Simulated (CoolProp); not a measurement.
Saturation properties of R124 (Tc = 395.4 K, pc = 3624 kPa, ω = 0.288).

Values from CoolProp's reference Helmholtz-energy equation of state, de Vries 1995.

| T (K) | p (kPa) | surface tension (mN/m) | liquid viscosity (µPa s) | liquid conductivity (mW/(m K)) |
|---|---|---|---|---|
| 202.2 | 3.524 | 22.0 | 1020 | 103 |
| 224.8 | 16.38 | 18.9 | 677 | 95.2 |
| 247.4 | 54.74 | 16.0 | 479 | 87.1 |
| 269.9 | 144.0 | 13.1 | 353 | 79.2 |
| 292.5 | 320.2 | 10.3 | 266 | 71.6 |
| 315.1 | 626.2 | 7.68 | 202 | 64.5 |
| 337.7 | 1112 | 5.17 | 154 | 57.9 |
| 360.2 | 1831 | 2.86 | 115 | 52.1 |
| 382.8 | 2864 | 0.838 | 81.0 | 47.3 |

It boils at 261.2 K under 1 atm.

Viscosity comes from a separate model (Bell 2016), an estimate that may be off by 10 % or more. Thermal conductivity comes from a separate model (Huber 2003), an estimate that may be off by 10 % or more. Surface tension comes from a separate correlation (Mulero 2012).
